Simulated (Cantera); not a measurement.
An isothermal, constant-pressure homogeneous reactor starts with CH4 : N2 = 1 : 170 (molar parts), at 1773 K and 0.132 atm.

Computed with Cantera and GRI-Mech 3.0 (53 species, 325 reactions). GRI-Mech 3.0 stops at C3 and has no aromatics, soot or wall deposition, so with more carbon than oxygen in the feed, carbon stays in small species such as C2H2 where larger ones or solid carbon would form.

x: mole fraction; the columns are a selection and need not sum to one.

```
t (s)        x CH4     x CH2     x HCN     x C2H    x C2H4     x CH3      x H2
--------  --------  --------  --------  --------  --------  --------  --------
2.00e-5    0.00585  3.53e-12    <1e-12    <1e-12    <1e-12   5.58e-7   1.10e-7
6.54e-5    0.00585  9.26e-11    <1e-12    <1e-12  5.54e-11   2.28e-6   8.17e-7
0.000214   0.00584   1.37e-9  1.19e-12    <1e-12       [?]   8.82e-6   4.04e-6
0.000700   0.00582   1.17e-8  2.34e-11    <1e-12       [?]   3.04e-5   1.51e-5
0.00229    0.00574   8.48e-8  6.73e-10  2.74e-11       [?]   9.92e-5   6.00e-5
0.00749    0.00524   5.17e-7   4.03e-8   3.93e-9       [?]  0.000280  0.000501
0.0245     0.00267   9.32e-7   1.90e-6   6.19e-8       [?]  0.000259   0.00425
0.0801    0.000725   4.55e-7   9.83e-6   1.17e-7       [?]   8.34e-5   0.00752
0.262     0.000140   1.49e-7   2.40e-5   1.57e-7       [?]   2.00e-5   0.00846
0.857      2.59e-5   3.49e-8   3.96e-5   1.76e-7       [?]   4.10e-6   0.00864
2.80       3.75e-6   5.52e-9   5.08e-5   1.84e-7   9.42e-8   6.19e-7   0.00868
9.17       2.61e-7  4.08e-10   5.42e-5   1.88e-7   9.36e-8   4.41e-8   0.00868
30.0       1.17e-7  1.84e-10   5.46e-5   1.89e-7   9.36e-8   1.99e-8   0.00868
```

Problem. Fill in the missing entries.

Solution. 
- 0.000214, x C2H4: 3.17e-9
- 0.000700, x C2H4: 1.34e-7
- 0.00229, x C2H4: 4.66e-6
- 0.00749, x C2H4: 0.000114
- 0.0245, x C2H4: 0.000213
- 0.0801, x C2H4: 1.60e-5
- 0.262, x C2H4: 8.87e-7
- 0.857, x C2H4: 1.25e-7
